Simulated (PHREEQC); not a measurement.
Make-up at 20 °C: 18 mmol/kgw AgNO3. Closed to the air; pH follows from the charge balance.

Equilibrium calculation in PHREEQC: ion-association model, wateq4f.dat.

| Item | Result |
|---|---|
| pH | 6.84 |
| ionic strength | 0.0179 mol/kgw |

| species | molality | activity | log γ |
|---|---|---|---|
| Ag+ | 0.0179 | 0.0157 | -0.057 |
| NO3- | 0.0179 | 0.0156 | -0.060 |
| AgNO3 | 0.000125 | 0.000125 | 0.002 |
| H+ | 1.62e-7 | 1.45e-7 | -0.048 |
| AgOH | 1.08e-7 | 1.08e-7 | 0.002 |
| OH- | 5.37e-8 | 4.69e-8 | -0.059 |

This is a speciation only: nothing precipitates in the calculation. Species that the database lacks are ignored.
